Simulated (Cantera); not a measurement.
## Premixed flame

A freely propagating, adiabatic, planar premixed flame of 7.68 % CH₄, 2.61 % C₂H₆, 18.8 % O₂, 70.9 % N₂, unburnt at 700 K and 101000 Pa; mixture-averaged transport, grid criteria slope 0.08 and curve 0.16, no radiation.

Computed with Cantera and GRI-Mech 3.0 (53 species, 325 reactions). Burning velocities carry a grid error of a few per cent, more on coarse grids.

```
z (mm)   T (K)  u (m/s)     x CH₄    x C₂H₆     x O₂    x C₂H₄     x H₂     x HO₂
-------  -----  -------  --------  --------  -------  --------  -------  --------
-0.933     700     1.54    0.0766    0.0261    0.188   2.81e-7  0.00228   2.36e-7
-0.622     702     1.55    0.0761    0.0259    0.187   5.70e-6  0.00645   3.35e-6
-0.467     713     1.59    0.0752    0.0258    0.185   4.07e-5   0.0115   1.79e-5
-0.311     783     1.76    0.0711    0.0248    0.178  0.000403   0.0211   9.97e-5
-0.156    1180     2.73    0.0516    0.0166    0.140   0.00297   0.0369  0.000202
-0.0778   1571     3.71    0.0305   0.00605   0.0963   0.00425   0.0450  0.000202
0         1927     4.62   0.00946  0.000369   0.0490   0.00172   0.0479   8.31e-5
0.0778    2106     5.07   0.00136   3.29e-6   0.0203  0.000151   0.0444   1.36e-5
0.156     2160     5.19  0.000128   2.37e-8  0.00880   4.88e-6   0.0411   2.93e-6
0.311     2187     5.24   1.06e-6     <1e-8  0.00340     <1e-8   0.0401   1.17e-6
0.622     2212     5.28     <1e-8     <1e-8  0.00227     <1e-8   0.0409   8.52e-7
1.24      2243     5.34     <1e-8     <1e-8  0.00168     <1e-8   0.0408   6.40e-7
2.49      2279     5.41     <1e-8     <1e-8  0.00107     <1e-8   0.0404   4.17e-7
```
x: mole fraction of selected species; z is measured from the peak of heat release.

| Property | Result |
|---|---|
| laminar burning velocity | 154 cm/s |
| thermal thickness | 0.311 mm |
| peak x(C₂H₄) | 0.00427 |
| peak x(H₂) | 0.0480 |
| peak x(HO₂) | 0.000213 |
| grid points | 146 |
